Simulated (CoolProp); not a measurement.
Properties of water at several states (Tc = 373.9 °C, pc = 22.06 MPa, ω = 0.344).

Computed with CoolProp (reference Helmholtz-energy equation of state, Wagner 2002).

```csv
T (°C),p (MPa),phase,density (kg/m³),Joule-Thomson coefficient (K/MPa),isothermal compressibility (1/MPa),expansivity (1/kK),Prandtl number
717.35,0.847,gas,1.857,…,1.183,1.020,…
151.65,2.57,liquid,…,…,…,1.029,…
305.75,0.384,gas,1.450,11.86,2.628,1.788,…
```

Task: Complete the blanks.

Result: 
- 717.35, Joule-Thomson coefficient (K/MPa): 2.451
- 717.35, Prandtl number: 0.900
- 151.65, density (kg/m³): 916.6
- 151.65, Joule-Thomson coefficient (K/MPa): -0.1427
- 151.65, isothermal compressibility (1/MPa): 0.0006202
- 151.65, Prandtl number: 1.14
- 305.75, Prandtl number: 0.944

Viscosity comes from a separate model (Huber 2009). Thermal conductivity comes from a separate model (Huber 2012).
